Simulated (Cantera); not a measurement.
A closed system holds: 1 mol SiC, 0.024 mol O2, 37 mol N2, equilibrated at 13300 Pa.

These are equilibrium values from Cantera (NASA tables, ideal gas, pure condensed phases), not measurements of a reactor. Candidate condensed phases: C, Si, SiC, SiO2, Si2N2O, Si3N4; 34 gas species. Mutual solubility and eutectic melting of coexisting phases are not modelled. The numbers say what is thermodynamically allowed, not how fast it happens.

Question: At 1773 K, list the 3 most abundant gas species with their mole fractions, and the condensed phases.

Answer: N2 0.999, CO 0.00111, SiO 0.000186. Condensed: SiC(s) + Si3N4(s).
